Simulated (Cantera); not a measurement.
A closed system holds: 1 mol Fe2O3, 3 mol Cl2, 1 mol H2, held at 725 K and 6.60e-5 bar.

These are equilibrium values from Cantera (NASA tables, ideal gas, pure condensed phases), not measurements of a reactor. Candidate condensed phases: Fe, FeCl2, FeCl3, FeO, Fe(OH)2, Fe(OH)3, Fe2O3, Fe3O4, H2O; 22 gas species. Condensed phases not in the tables: FeOCl. The numbers say what is thermodynamically allowed, not how fast it happens.

Base state: HCl 0.498, Cl2 0.497, FeCl3 0.00221, O2 0.00130, H2O 0.000724, Cl 0.000119 (mole fractions); condensed: Fe2O3(s).

Q: What changes in the equilibrium state with this change: temperature from 725 K to 1750 K?

A: 
```tsv
species	before	after
FeCl2	8.77e-6	0.321
HCl	0.498	0.207
O2	0.00130	0.206
Cl2	0.497	3.77e-5
Cl	0.000119	0.187
H2O	0.000724	0.0659
OH	<1e-9	0.00453
O	<1e-9	0.00418
FeO	<1e-9	0.000960
Fe	<1e-9	0.000867
Fe2O3(s), mol	0.996	0
Fe3O4(s), mol	0	0.0439
```

Q: What changes in the equilibrium state with this change: pressure from 6.60e-5 bar to 0.133 bar?

A: 
```tsv
species	before	after
Cl2	0.497	0.502
HCl	0.498	0.487
H2O	0.000724	0.00746
FeCl3	0.00221	0.00279
Fe2Cl6	3.52e-7	0.00114
Cl	0.000119	2.66e-6
Fe2O3(s), mol	0.996	0.990
```
